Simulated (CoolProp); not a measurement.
Vapour-liquid equilibrium of hydrogen chloride (1) + n-butane (2) at -48.25 °C; x and y are mole fractions of (1).

Model: multi-fluid Helmholtz-energy mixture model, Thol 2018 and Bücker 2006; pair parameters Bell 2016, in CoolProp.

```
x     bubble pressure, mixture model (MPa)  bubble pressure, Raoult's law (MPa)  y, mixture model  y, Raoult's law
----  ------------------------------------  -----------------------------------  ----------------  ---------------
0.05                               0.07697                              0.03818             0.866            0.738
0.15                                0.2004                              0.09350             0.951            0.904
0.25                                0.2967                               0.1488             0.968            0.947
0.35                                0.3616                               0.2042             0.975            0.967
0.45                                0.4013                               0.2595             0.979            0.978
0.55                                0.4260                               0.3148             0.981            0.985
0.65                                0.4453                               0.3702             0.983            0.990
0.75                                0.4668                               0.4255             0.985            0.994
0.85                                0.4962                               0.4808             0.989            0.997
0.95                                0.5376                               0.5361             0.995            0.999
```

The largest gap from Raoult's law is +114.3 % in bubble pressure, at x = 0.15. No azeotrope shows between x = 0.05 and 0.95.

The pair parameters rest on a limited set of measurements; away from them the model extrapolates. With so large a gap from Raoult's law the liquid may split in two, which this calculation doesn't test in full.
